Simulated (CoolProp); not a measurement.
Methanol along the isobar 10900 kPa: density (kg/m³) from the reference equation and from simpler models built on Tc = 513.4 K, pc = 8216 kPa, ω = 0.565; each cubic takes its own stable root.

Values from CoolProp's reference Helmholtz-energy equation of state, de Reuck 1993.

```json
[
 {"T (K)": "410.5", "phase": "liquid", "reference": "684.8"},
 {"T (K)": "424.4", "phase": "liquid", "reference": "667.1"},
 {"T (K)": "438.4", "phase": "liquid", "reference": "647.5"},
 {"T (K)": "452.4", "phase": "liquid", "reference": "625.6"},
 {"T (K)": "466.3", "phase": "liquid", "reference": "600.8"},
 {"T (K)": "480.3", "phase": "liquid", "reference": "571.7"},
 {"T (K)": "494.3", "phase": "liquid", "reference": "536.1"},
 {"T (K)": "508.2", "phase": "liquid", "reference": "488.5"},
 {"T (K)": "522.2", "phase": "supercritical", "reference": "409.1"},
 {"T (K)": "536.2", "phase": "supercritical", "reference": "213.2"},
 {"T (K)": "550.2", "phase": "supercritical", "reference": "145.2"},
 {"T (K)": "564.1", "phase": "supercritical", "reference": "122.3"},
 {"T (K)": "578.1", "phase": "supercritical", "reference": "109.1"},
 {"T (K)": "592.1", "phase": "supercritical", "reference": "100.1"},
 {"T (K)": "606", "phase": "supercritical", "reference": "93.41"},
 {"T (K)": "620", "phase": "supercritical", "reference": "88.15"}
]
```

### Question
How far does each simpler model (van der Waals, Redlich-Kwong, Soave-Redlich-Kwong, Peng-Robinson) lie from the reference over these 16 states: mean and median of the absolute difference, and the worst?

### Answer
- van der Waals: mean 33.2 %, median 43.9 %, worst -50.4 % at 410.5 K and 10900 kPa
- Redlich-Kwong: mean 22.3 %, median 31.4 %, worst -35.0 % at 508.2 K and 10900 kPa
- Soave-Redlich-Kwong: mean 19.7 %, median 25.7 %, worst -35.9 % at 522.2 K and 10900 kPa
- Peng-Robinson: mean 12.8 %, median 16.0 %, worst -29.8 % at 522.2 K and 10900 kPa
